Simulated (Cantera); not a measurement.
**Reactions in the system Ba-N-O**

Standard-state values (1 bar) from the NASA 1993 polynomials, evaluated with Cantera. Values are per mole of reaction as written; species without (g) are pure solids or liquids, kept so even where they would boil at 1 bar.

N(g) + BaO ⇌ Ba + NO(g)

```
T (K)  ΔH° (kJ)  ΔS° (J/K)  ΔG° (kJ)  log10 K
-----  --------  ---------  --------  -------
1023      168.6       44.5     123.0    -6.28
1073      168.4       44.3     120.8    -5.88
1123      168.2       44.1     118.6    -5.52
1173      167.9       43.9     116.4    -5.18
1223      167.7       43.7     114.2    -4.88
1273      167.5       43.5     112.0    -4.60
1323      167.2       43.4     109.8    -4.34
1373      166.9       43.2     107.7    -4.10
```
